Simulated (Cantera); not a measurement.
Cantera run, input and output.

```python
import numpy as np
import cantera as ct

gas = ct.Solution("gri30.yaml")
gas.TPX = 675, 500000, {'CH3OH': 1, 'O2': 1.07, 'N2': 4.03, 'H2O': 0.31}
flame = ct.FreeFlame(gas, width=0.013)
flame.set_refine_criteria(ratio=3, slope=0.08, curve=0.16)
flame.transport_model = "mixture-averaged"
flame.solve(loglevel=0, auto=True)
z, T = flame.grid, flame.T
thick = (T[-1] - T[0]) / np.gradient(T, z).max()
show = ['CH3OH', 'O2', 'H2O', 'N2O', 'CO', 'H']
print(f"laminar burning velocity  {flame.velocity[0] * 100:.3f} cm/s")
print(f"burnt temperature         {T[-1]:.1f} K")
print(f"thermal thickness         {thick * 1e3:.4f} mm")
print(f"grid points               {len(z)}")
z0 = z[flame.heat_release_rate.argmax()]
print(f"{'z/mm':>9s}{'T/K':>9s}{'u/(m/s)':>9s}" + "".join(f"{s:>11s}" for s in show))
rows = []
for k in (-3, -2, -1.5, -1, -0.5, -0.25, 0, 0.25, 0.5, 1, 2, 4, 8):
    zz = z0 + k * thick
    rows.append([k * thick, np.interp(zz, z, T), np.interp(zz, z, flame.velocity),
                 *(np.interp(zz, z, flame.X[gas.species_index(s)]) for s in show)])
    print(f"{rows[-1][0] * 1e3:9.3f}{rows[-1][1]:9.1f}{rows[-1][2]:9.3f}" + "".join(f"{x:11.3e}" for x in rows[-1][3:]))
```

Output:

```
laminar burning velocity  128.306 cm/s
burnt temperature         2221.6 K
thermal thickness         0.0593 mm
grid points               148
     z/mm      T/K  u/(m/s)      CH3OH         O2        H2O        N2O         CO          H
   -0.178    675.5    1.290  1.552e-01  1.660e-01  4.829e-02  4.908e-12  2.856e-05  2.702e-15
   -0.119    679.4    1.307  1.539e-01  1.645e-01  4.902e-02  5.762e-11  2.426e-04  7.296e-14
   -0.089    692.7    1.344  1.519e-01  1.620e-01  5.166e-02  3.116e-10  9.923e-04  1.358e-12
   -0.059    762.9    1.507  1.445e-01  1.537e-01  6.395e-02  2.388e-09  5.227e-03  2.308e-10
   -0.030   1075.3    2.216  1.080e-01  1.219e-01  1.116e-01  1.910e-08  2.781e-02  1.032e-06
   -0.015   1404.6    3.005  5.967e-02  8.675e-02  1.593e-01  4.658e-08  5.682e-02  8.805e-05
    0.000   1754.4    3.895  8.929e-03  4.866e-02  2.121e-01  8.649e-08  9.235e-02  1.958e-03
    0.015   1909.2    4.264  1.321e-04  2.510e-02  2.405e-01  1.003e-07  9.576e-02  6.777e-03
    0.030   1978.5    4.401  1.047e-06  1.215e-02  2.521e-01  9.564e-08  8.674e-02  9.454e-03
    0.059   2053.5    4.536  2.332e-08  3.738e-03  2.569e-01  7.590e-08  7.540e-02  9.625e-03
    0.119   2120.0    4.656  1.186e-10  1.225e-03  2.581e-01  5.327e-08  6.898e-02  7.149e-03
    0.237   2169.3    4.750  3.314e-13  4.599e-04  2.609e-01  3.484e-08  6.785e-02  4.377e-03
    0.474   2198.9    4.807  1.599e-13  1.480e-04  2.634e-01  2.105e-08  6.810e-02  2.410e-03
```

Cantera simulation using GRI-Mech 3.0 (53 species, 325 reactions); the numbers are that mechanism's predictions, not measurements. GRI-Mech 3.0 was tuned for natural gas; its chemistry of methanol as a main component is partial and can be far from experiment. Burning velocities carry a grid error of a few per cent, more on coarse grids.
